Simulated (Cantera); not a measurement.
Input (Python, Cantera) and output of one run.

```python
import numpy as np
import cantera as ct

gas_names = """
    C CH CH2 CH3 CH2OH CH3O CH4 CH3OH CN CO CO2 COOH C2 C2H CHCO,ketyl C2H2,acetylene C2H2,vinylidene
    CH2CO,ketene C2H3,vinyl CH3CN CH3CO,acetyl C2H4 C2H4O,ethylen CH3CHO,ethanal CH3COOH (HCOOH)2 C2H5
    C2H6 CH3OCH3 C2H5OH CCN CNC C2N2 C2O C3 C3H3,propargyl C3H4,allene C3H4,propyne C3H4,cyclo-
    C3H5,allyl C3H6,propylene C3H6,cyclo- C3H6O C3H7,n-propyl C3H7,i-propyl C3H8 C3H8O,1propanol
    C3H8O,2propanol C3O2 C4 C4H2 C4H4,1,3-cyclo- C4H6,butadiene C4H6,2-butyne C4H6,cyclo- C4H8,1-butene
    C4H8,cis2-buten C4H8,tr2-butene C4H8,isobutene C4H8,cyclo- (CH3COOH)2 C4H9,n-butyl C4H9,i-butyl
    C4H9,s-butyl C4H9,t-butyl C4H10,isobutane C4H10,n-butane C4N2 C5 C5H6,1,3cyclo- C5H8,cyclo-
    C5H10,1-pentene C5H10,cyclo- C5H11,pentyl C5H11,t-pentyl C5H12,n-pentane C5H12,i-pentane
    CH3C(CH3)2CH3 C6H2 C6H5,phenyl C6H5O,phenoxy C6H6 C6H5OH,phenol C6H10,cyclo- C6H12,1-hexene
    C6H12,cyclo- C6H13,n-hexyl C7H7,benzyl C7H8 C7H8O,cresol C7H14,1-heptene C7H15,n-heptyl
    C7H16,n-heptane C8H8,styrene C8H10,ethylbenz C8H16,1-octene C8H17,n-octyl C8H18,isooctane
    C8H18,n-octane C9H19,n-nonyl C10H8,naphthale C10H21,n-decyl C12H9,o-bipheny C12H10,bipheny H HCN HCO
    HCCN HNC HNCO HNO HNO2 HNO3 HO2 H2 HCHO,formaldehy HCOOH H2O H2O2 N NCO NH NH2 NH3 NH2OH NO NO2 NO3
    N2 N2H2 N2H4 N2O O OH O2 O3 Si SiC SiC2 SiC4H12 SiH SiH2 SiH3 SiH4 SiN SiO SiO2 Si2 Si2C Si2N Si3
""".split()
cond_names = """
    C(gr) C6H6(L) C7H8(L) C8H18(L),n-octa H2O(s) H2O(L) Si(cr) Si(L) SiC(b) SiO2(Lqz) SiO2(hqz) SiO2(L)
    Si2N2O(s) Si3N4(a)
""".split()


def load(file, names, dense=False):
    # The tables refer to 1 bar. Condensed volumes are neglected.
    table = {s.name: s for s in ct.Species.list_from_file(file)}
    out = []
    for n in names:
        d = dict(table[n].input_data)
        d["thermo"] = dict(d["thermo"], **{"reference-pressure": 1e5})
        if dense:
            d["equation-of-state"] = {"model": "constant-volume", "density": "1e6 g/cm^3"}
        out.append(ct.Species.from_dict(d))
    return out


gas = ct.Solution(thermo="ideal-gas", species=load("nasa_gas.yaml", gas_names))
cond = {s.name: ct.Solution(thermo="fixed-stoichiometry", species=[s], name=s.name)
        for s in load("nasa_condensed.yaml", cond_names, dense=True)}
atoms = {
    'TEOS': {'Si': 1, 'C': 8, 'H': 20, 'O': 4},
    'CO2': {'C': 1, 'O': 2},
    'N2': {'N': 2},
}
top_T = {'C(gr)': 4500, 'SiC(b)': 3050, 'Si2N2O(s)': 2100, 'Si3N4(a)': 2400}  # K; cautious upper limits of use, not melting points


def equilibrate(T, P, feed):
    n = {}
    for name, mol in feed.items():
        for a, k in atoms[name].items():
            n[a] = n.get(a, 0.0) + k * mol
    gas.TPX = T, P, n
    mass = sum(n.values()) * gas.mean_molecular_weight
    gas.equilibrate("TP")
    valid = [c for c in cond.values() if c.min_temp <= T <= top_T.get(c.name, c.max_temp)]
    mix = ct.Mixture([(gas, mass / gas.mean_molecular_weight)] + [(c, 0.0) for c in valid])
    mix.T, mix.P = T, P
    mix.equilibrate("TP", solver="vcs", rtol=1e-11, max_steps=5000)
    return mix


results = []
feed = {'TEOS': 1, 'CO2': 0.15, 'N2': 42}  # mol
P = 830  # Pa
for T in [850, 900, 950, 1000, 1050, 1100, 1150]:
    mix = equilibrate(T, P, feed)
    results.append((T, P, feed, dict(zip(mix.species_names, mix.species_moles))))

top = {s: max(r[3][s] / sum(r[3][g] for g in gas_names) for r in results) for s in gas_names}
cols = sorted((s for s in top if top[s] > 1e-06), key=lambda s: -top[s])[:5]
seen = [c for c in cond_names if any(r[3].get(c, 0) > 1e-12 for r in results)]
print("log10 of partial pressures in bar; condensed amounts in mol")
print(f"{'T/K':>10s}" + "".join(f"{s[:9]:>10s}" for s in cols + seen))
for T, P, feed, n in results:
    ng = sum(n[g] for g in gas_names)
    print(f"{T:10.4g}" + "".join(f"{np.log10(max(n[s] / ng * P / 1e5, 1e-99)):10.3f}" for s in cols)
          + "".join(f"{n.get(c, 0):10.4g}" for c in seen))
```

Output:

```
log10 of partial pressures in bar; condensed amounts in mol
       T/K        N2        H2        CO       H2O       CO2     C(gr) SiO2(hqz) Si2N2O(s)
       850    -2.192    -2.817    -3.465    -5.433    -5.596     5.881         1         0
       900    -2.192    -2.816    -3.457    -5.888    -6.167     5.858         1         0
       950    -2.192    -2.816    -3.455    -6.301    -6.687     5.852         1         0
      1000    -2.192    -2.816    -3.454    -6.673    -7.155      5.85         1         0
      1050    -2.192    -2.816    -3.454    -7.011    -7.578      5.85         1         0
      1100    -2.201    -2.821    -3.312    -7.181    -7.678     4.924    0.3827    0.3086
      1150    -2.206    -2.824    -3.244    -7.396    -7.892     4.349         0       0.5
```

Cantera equilibrium calculation (NASA polynomials, part measured and part estimated; ideal gas, pure solids and liquids). The feed counts by its element totals alone. N2 is the only nitrogen source here; it is nearly inert below about 1500 K, so the nitride shown seldom forms there in practice. Mutual solubility and eutectic melting of coexisting phases are not modelled.
